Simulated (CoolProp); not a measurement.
Properties of CHF3 (R23) at several states (Tc = 26.1 °C, pc = 4832 kPa, ω = 0.263).

The numbers come from the reference Helmholtz-energy equation of state, Penoncello 2003 in CoolProp.

| T (°C) | p (kPa) | phase | isothermal compressibility (1/MPa) | Prandtl number |
|---|---|---|---|---|
| 158.05 | 15600 | supercritical | 0.06860 | 1.00 |
| -138.85 | 1170 | liquid | 0.0007430 | 6.12 |
| 107.85 | 18500 | supercritical | 0.04268 | 1.34 |
| -108.75 | 5720 | liquid | 0.001085 | 3.78 |
| -84.25 | 589 | liquid | 0.001688 | 2.86 |
| 35.05 | 13.9 | gas | 72.01 | 0.817 |

Viscosity comes from a separate model (Shan 2000). Thermal conductivity comes from a separate model (Shan 2000).
